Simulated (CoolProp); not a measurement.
A closed Brayton cycle with carbon dioxide: compressor inlet 308.15 K and 8 MPa, high pressure 26.9 MPa, turbine inlet 955 K, compressor efficiency 0.85, turbine efficiency 0.9, recuperator effectiveness 0 (on enthalpy, no pinch check). Each further row changes one setting.

Computed with CoolProp (reference Helmholtz-energy equation of state, Span 1996).

| case | thermal efficiency (%) | net work (kJ/kg) | compressor to turbine work | compressor exit (K) | turbine exit (K) |
|---|---|---|---|---|---|
| as stated | 17.8 | 144 | 0.22 | 370.2 | 797.7 |
| turbine inlet 905 K | 17.9 | 133 | 0.23 | 370.2 | 753.0 |
| compressor inlet 318.15 K | 17.2 | 123 | 0.33 | 415.2 | 797.7 |
| high pressure 22.9 MPa | 15.8 | 128 | 0.20 | 361.5 | 817.7 |
| recuperator effectiveness 0.5 | 25.8 | 144 | 0.22 | 370.2 | 797.7 |
